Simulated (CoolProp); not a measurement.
The numbers come from the reference Helmholtz-energy equation of state, Smukala 2000 in CoolProp.

Q: For ethylene, give the phase and the cv (kJ/(kg K)), speed of sound (m/s) at 427.1 K and 0.0586 MPa; 196.6 K and 0.613 MPa.

A: 
- 427.1 K and 0.0586 MPa: gas; cv 1.69, speed of sound 386
- 196.6 K and 0.613 MPa: liquid; cv 1.32, speed of sound 1100
